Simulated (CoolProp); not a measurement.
n-butane at 298.15 K and 1.47 MPa is throttled through a valve to 0.374 MPa with no heat exchange. Each further row changes one setting.

Model: reference Helmholtz-energy equation of state, Bücker 2006, in CoolProp.

| case | temperature change (K) | final phase | final density (kg/m³) |
|---|---|---|---|
| as stated | +0.3 | liquid | 573 |
| outlet pressure 0.112 MPa | -22.8 | two-phase, vapour fraction 0.144 | 20.0 |
| outlet pressure 0.486 MPa | +0.3 | liquid | 573 |
